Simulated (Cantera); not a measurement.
# Silicon nitride deposition: trisilylamine + N2

Input: 1 mol trisilylamine, 26 mol N2, equilibrated at 1125 °C and 2.90 mbar.

Cantera equilibrium calculation (NASA polynomials, part measured and part estimated; ideal gas, pure solids and liquids). Candidate condensed phases: Si, Si3N4; 18 gas species. The feed counts by its element totals alone. Rates play no part.

```
Item                                 Result
--------------------------------  ---------
x(N2)                                 0.845
x(H2)                                 0.155
x(H)                                3.47e-5
n(Si3N4(s))                        1.00 mol
gas amount                        29.00 mol
log10 activity of Si(s) (absent)      -1.77
```
